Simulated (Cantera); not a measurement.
# Thermodynamics of chemical vapour transport, feed MgO + Cl2 + O2

Charge: 1 mol MgO, 0.11 mol Cl2, 0.094 mol O2, equilibrated at 1625 K.

Cantera equilibrium calculation (NASA polynomials, part measured and part estimated; ideal gas, pure solids and liquids). Candidate condensed phases: Mg, MgCl2, MgO; 11 gas species. Mutual solubility and eutectic melting of coexisting phases are not modelled. Rates play no part.

```
P (Pa)    x O2   x Cl2  x MgCl2    x Cl     x ClO       x O    x MgCl      x O3  n MgO(s)  n MgCl2(l)
-------  -----  ------  -------  ------  --------  --------  --------  --------  --------  ----------
1000     0.482  0.0302    0.267   0.221  0.000325  0.000135   1.84e-7  2.55e-10     0.928           0
2700     0.494  0.0521    0.276   0.177  0.000433   8.33e-5   8.85e-8  4.35e-10     0.927           0
7200     0.502  0.0850    0.274   0.138  0.000557   5.14e-5   4.21e-8  7.28e-10     0.930           0
19000    0.506   0.130    0.258   0.105  0.000692   3.18e-5   1.97e-8   1.19e-9     0.936           0
52000    0.504   0.190    0.228  0.0769  0.000835   1.92e-5   8.70e-9   1.97e-9     0.945           0
140000   0.499   0.257    0.189  0.0545  0.000966   1.16e-5   3.78e-9   3.18e-9     0.956           0
370000   0.491   0.323    0.147  0.0376   0.00107   7.09e-6   1.61e-9   5.05e-9     0.967           0
1000000  0.520   0.359   0.0964  0.0241   0.00116   4.44e-6  6.11e-10   9.03e-9     0.968      0.0113
```
x: gas mole fraction; n: condensed amount in mol.

From 10.0 mbar to 3.70 bar the condensed part is MgO(s). At 10.0 bar the condensed part is MgCl2(l) + MgO(s). The main Mg-bearing gas is MgCl2 throughout. The share of Mg in condensed phases is highest at 10.0 bar (98.0 %) and lowest at 27.0 mbar (92.7 %).
